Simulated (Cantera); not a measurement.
A freely propagating, adiabatic, planar premixed flame of CH4 : CO : O2 : N2 : CO2 = 1 : 0.44 : 2.22 : 6.88 : 1.8 (molar parts), equivalence ratio 1.0, unburnt at 350 K and 200000 Pa; mixture-averaged transport, grid criteria slope 0.08 and curve 0.16, no radiation.

Detailed kinetics in Cantera: GRI-Mech 3.0 (53 species, 325 reactions). Burning velocities carry a grid error of a few per cent, more on coarse grids.

Q: What does this change do: 0.13 parts H2 added?

A: 
```json
[
 {"quantity": "laminar burning velocity", "before": "22.5 cm/s", "after": "24.3 cm/s"},
 {"quantity": "thermal thickness", "before": "0.368 mm", "after": "0.348 mm"},
 {"quantity": "peak x(HO2)", "before": "0.000145", "after": "0.000153"},
 {"quantity": "peak x(HCO)", "before": "1.50e-5", "after": "1.63e-5"}
]
```
